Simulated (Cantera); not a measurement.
An adiabatic, constant-volume homogeneous reactor starts with CH4 : H2 : O2 : N2 = 1 : 0.038 : 3.31 : 33.1 (molar parts), equivalence ratio 0.61, at 1823 K and 101000 Pa.

Cantera simulation using GRI-Mech 3.0 (53 species, 325 reactions); the numbers are that mechanism's predictions, not measurements.

Question: Predict: time of steepest temperature rise; temperature at 0.500 s; equilibrium temperature; x(H2) at 0.500 s; x(O2) at 0.500 s; x(H2O) at 0.500 s.

Answer: 
- time of steepest temperature rise: 0.155 ms
- temperature at 0.500 s: 2451 K
- equilibrium temperature: 2451 K
- x(H2) at 0.500 s: 0.00116 (gas-phase equilibrium 0.00116)
- x(O2) at 0.500 s: 0.0303 (gas-phase equilibrium 0.0303)
- x(H2O) at 0.500 s: 0.0502 (gas-phase equilibrium 0.0502)
